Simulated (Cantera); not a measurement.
## TiO2 + Cl2 + O2 (chemical vapour transport)

Charge: 1 mol TiO2, 1.5 mol Cl2, 0.14 mol O2, equilibrated at 0.100 bar.

Method: chemical equilibrium by Gibbs-energy minimisation in Cantera with the NASA 1993 tables (ideal gas, pure condensed phases). Candidate condensed phases: Ti, TiCl2, TiCl3, TiCl4, TiO, TiO2, Ti2O3, Ti3O5, Ti4O7; 15 gas species. Condensed phases not in the tables: TiOCl. Equilibrium is a limit: real reactors are often held back by kinetics, nucleation or transport.

```csv
T (°C),log p Cl2,log p Cl,log p O2,log p TiCl4,log p ClO,log p TiOCl2,log p O,log p TiCl3,n TiO2(rutile)
727,-1.04,-3.93,-2.07,-6.27,-6.17,<-13,-10.84,<-13,1.000
827,-1.04,-3.34,-2.07,-5.43,-5.69,-11.37,-9.64,-11.82,1.000
927,-1.05,-2.85,-2.07,-4.74,-5.29,-9.84,-8.64,-10.25,1.000
1027,-1.06,-2.43,-2.07,-4.18,-4.95,-8.54,-7.79,-8.94,0.999
1127,-1.08,-2.09,-2.08,-3.72,-4.68,-7.46,-7.06,-7.83,0.997
1227,-1.12,-1.80,-2.08,-3.37,-4.45,-6.54,-6.43,-6.91,0.992
1327,-1.20,-1.56,-2.09,-3.13,-4.27,-5.77,-5.89,-6.16,0.986
1427,-1.31,-1.37,-2.11,-3.01,-4.14,-5.14,-5.41,-5.56,0.979
```
log p: log10 of the partial pressure in bar; n: condensed amount in mol.

From 727 °C to 1427 °C the condensed part is TiO2(rutile). The main Ti-bearing gas is TiCl4 throughout.
